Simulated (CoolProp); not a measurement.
A closed Brayton cycle with carbon dioxide: compressor inlet 317.15 K and 7.9 MPa, high pressure 20.9 MPa, turbine inlet 665 K, compressor efficiency 0.8, turbine efficiency 0.93, recuperator effectiveness 0.8 (on enthalpy, no pinch check). Each further row changes one setting.

Values from CoolProp's reference Helmholtz-energy equation of state, Span 1996.

```
case                           thermal efficiency (%)  net work (kJ/kg)  compressor to turbine work  compressor exit (K)  turbine exit (K)
-----------------------------  ----------------------  ----------------  --------------------------  -------------------  ----------------
as stated                                        24.6              53.9                        0.47                395.8             559.3
turbine inlet 615 K                              22.1              44.0                        0.52                395.8             513.4
compressor inlet 327.15 K                        22.7              46.2                        0.55                413.8             559.3
high pressure 17.8 MPa                           23.6              48.0                        0.45                382.4             576.4
recuperator effectiveness 0.5                    19.6              53.9                        0.47                395.8             559.3
```
